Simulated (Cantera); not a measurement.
A closed system holds: 1 mol S, 0.02 mol O2, 6.4 mol N2, equilibrated at 13300 Pa.

Method: chemical equilibrium by Gibbs-energy minimisation in Cantera with the NASA 1993 tables (ideal gas, pure condensed phases). Candidate condensed phases: S; 17 gas species. The numbers say what is thermodynamically allowed, not how fast it happens. All values below are at 2673 K.

Base state: N2 0.902, S 0.0492, S2 0.0431, SO 0.00520, SO2 0.000129, SN 0.000123, O 8.50e-5, NO 6.88e-5 (mole fractions); condensed: gas only.

Problem. What changes in the equilibrium state with this change: N2 from 6.4 to 0.58 mol?

Solution. 
```csv
species,before,after
N2,0.902,0.491
S2,0.0431,0.338
S,0.0492,0.138
SO,0.00520,0.0301
S2O,2.76e-5,0.000448
SO2,0.000129,0.00154
SN,0.000123,0.000254
O,8.50e-5,0.000176
NO,6.88e-5,0.000105
```
